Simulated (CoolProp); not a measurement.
A simple Rankine cycle with R1224YDZ: condensing at 289.15 K, boiler at 1.56 MPa, turbine inlet 389.6 K, turbine efficiency 0.75, pump efficiency 0.8, no recuperator. Each further row changes one setting.

Values from CoolProp's reference Helmholtz-energy equation of state, Akasaka 2023.

```csv
case,thermal efficiency (%),net work (kJ/kg),heat in (kJ/kg),turbine exit temperature (K),volume ratio over the turbine
as stated,14.3,32.8,230,323.8,17.0
turbine inlet 409.6 K,14.3,36.3,253,347.7,15.8
condensing temperature 281.15 K,15.4,36.7,239,318.2,23.0
boiler pressure 1.09 MPa,12.9,30.9,240,338.2,10.7
turbine efficiency 0.65,12.3,28.3,230,329.3,17.3
```
